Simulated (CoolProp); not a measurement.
Saturation properties of hydrogen chloride (Tc = 324.7 K, pc = 83.14 bar, ω = 0.130).

Values from CoolProp's reference Helmholtz-energy equation of state, Thol 2018.

```
T (K)  p (bar)  liquid density (kg/m³)  vapour density (kg/m³)  enthalpy of vaporisation (kJ/kg)  liquid cp (kJ/(kg K))
-----  -------  ----------------------  ----------------------  --------------------------------  ---------------------
168.3   0.2827                    1233                  0.7455                             463.8                  1.658
183     0.7486                    1198                   1.838                             449.2                  1.657
197.8    1.699                    1161                   3.933                             433.2                  1.667
212.5    3.393                    1122                   7.501                             415.5                  1.688
227.3    6.178                    1081                   13.22                             395.5                  1.724
242      10.38                    1037                   21.83                             372.9                  1.781
256.8    16.47                   988.5                   34.60                             346.5                  1.869
271.5    24.80                   934.3                   53.15                             315.4                  2.011
```

It boils at 188.2 K under 1 atm.
